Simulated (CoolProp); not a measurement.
Ethanol at 293.15 K and 1.66 MPa flows at 23 m/s in a round tube of 4.6 mm bore and 45 µm roughness, fully developed (64/Re and Nu = 3.66 if laminar; Colebrook and Gnielinski if turbulent). Each further row changes one setting.

The numbers come from the reference Helmholtz-energy equation of state, Schroeder 2014 in CoolProp.

```
case             Reynolds number  Darcy friction factor  pressure drop (Pa/m)  heat-transfer coefficient (W/(m² K))  mass flow (kg/h)
---------------  ---------------  ---------------------  --------------------  ------------------------------------  ----------------
as stated                  69400                 0.0385               1750000                                 34100              1090
velocity 46 m/s           139000                 0.0381               6920000                                 68300              2180
diameter 9.2 mm           139000                 0.0309                702000                                 30200              4350
```

Viscosity comes from a separate model (Kiselev 2005). Thermal conductivity comes from a separate model (Assael 2013).
